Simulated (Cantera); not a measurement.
Cantera run:

```python
import numpy as np
import cantera as ct

gas_names = """
    CL CL2 H HCL H2 N NH NH2 NH3 N2 N2H2 N2H4 Si SiCL SiCL2 SiCL3 SiCL4 SiH SiHCL3 SiH2 SiH2CL2 SiH3
    SiH3CL SiH4 SiN Si2 Si2N Si3
""".split()
cond_names = """
    NH4CL(a) NH4CL(b) Si(cr) Si(L) Si3N4(a)
""".split()


def load(file, names, dense=False):
    # The tables refer to 1 bar. Condensed volumes are neglected.
    table = {s.name: s for s in ct.Species.list_from_file(file)}
    out = []
    for n in names:
        d = dict(table[n].input_data)
        d["thermo"] = dict(d["thermo"], **{"reference-pressure": 1e5})
        if dense:
            d["equation-of-state"] = {"model": "constant-volume", "density": "1e6 g/cm^3"}
        out.append(ct.Species.from_dict(d))
    return out


gas = ct.Solution(thermo="ideal-gas", species=load("nasa_gas.yaml", gas_names))
cond = {s.name: ct.Solution(thermo="fixed-stoichiometry", species=[s], name=s.name)
        for s in load("nasa_condensed.yaml", cond_names, dense=True)}
atoms = {
    'Si3N4': {'Si': 3, 'N': 4},
    'Cl2': {'CL': 2},
    'H2': {'H': 2},
}
top_T = {'Si3N4(a)': 2400}  # K; cautious upper limits of use, not melting points


def equilibrate(T, P, feed):
    n = {}
    for name, mol in feed.items():
        for a, k in atoms[name].items():
            n[a] = n.get(a, 0.0) + k * mol
    gas.TPX = T, P, n
    mass = sum(n.values()) * gas.mean_molecular_weight
    gas.equilibrate("TP")
    valid = [c for c in cond.values() if c.min_temp <= T <= top_T.get(c.name, c.max_temp)]
    mix = ct.Mixture([(gas, mass / gas.mean_molecular_weight)] + [(c, 0.0) for c in valid])
    mix.T, mix.P = T, P
    mix.equilibrate("TP", solver="vcs", rtol=1e-11, max_steps=5000)
    return mix


results = []
feed = {'Si3N4': 1, 'Cl2': 5.7, 'H2': 43}  # mol
P = 32000  # Pa
for T in [748, 848, 948, 1048, 1148, 1248, 1348, 1448, 1548, 1648, 1748, 1848, 1948]:
    mix = equilibrate(T, P, feed)
    results.append((T, P, feed, dict(zip(mix.species_names, mix.species_moles))))

top = {s: max(r[3][s] / sum(r[3][g] for g in gas_names) for r in results) for s in gas_names}
cols = sorted((s for s in top if top[s] > 0.0001), key=lambda s: -top[s])[:7]
seen = [c for c in cond_names if any(r[3].get(c, 0) > 1e-12 for r in results)]
print("log10 of partial pressures in bar; condensed amounts in mol")
print(f"{'T/K':>10s}" + "".join(f"{s[:9]:>10s}" for s in cols + seen))
for T, P, feed, n in results:
    ng = sum(n[g] for g in gas_names)
    print(f"{T:10.4g}" + "".join(f"{np.log10(max(n[s] / ng * P / 1e5, 1e-99)):10.3f}" for s in cols)
          + "".join(f"{n.get(c, 0):10.4g}" for c in seen))
```

It prints:

```
log10 of partial pressures in bar; condensed amounts in mol
       T/K        H2       HCL     SiCL2        N2     SiCL4     SiCL3         H     Si(L)  Si3N4(a)
       748    -0.588    -1.281   -12.002    -2.419    -2.242    -8.260   -12.835         0    0.7104
       848    -0.592    -1.247    -9.679    -2.508    -2.334    -6.936   -11.017         0    0.7642
       948    -0.595    -1.225    -7.855    -2.582    -2.414    -5.899    -9.578         0    0.8014
      1048    -0.597    -1.210    -6.388    -2.642    -2.485    -5.068    -8.411         0    0.8271
      1148    -0.599    -1.200    -5.186    -2.688    -2.552    -4.391    -7.444         0    0.8443
      1248    -0.600    -1.193    -4.195    -2.712    -2.625    -3.839    -6.631         0    0.8525
      1348    -0.601    -1.192    -3.391    -2.688    -2.730    -3.411    -5.936         0     0.844
      1448    -0.602    -1.199    -2.783    -2.573    -2.921    -3.135    -5.336         0    0.7961
      1548    -0.602    -1.227    -2.360    -2.381    -3.231    -3.019    -4.812         0    0.6808
      1648    -0.600    -1.281    -2.073    -2.184    -3.648    -3.032    -4.350         0    0.4927
      1748    -0.597    -1.362    -1.878    -2.024    -4.142    -3.135    -3.940         0    0.2595
      1848    -0.598    -1.424    -1.789    -1.899    -4.642    -3.300    -3.574    0.3246         0
      1948    -0.600    -1.406    -1.805    -1.899    -5.034    -3.468    -3.247    0.4362         0
```

Method: chemical equilibrium by Gibbs-energy minimisation in Cantera with the NASA 1993 tables (ideal gas, pure condensed phases). The tables' values for SiCl3, SiCl are old estimates; treat these amounts as uncertain. Gases not in the tables: Si2H6 and higher silanes.
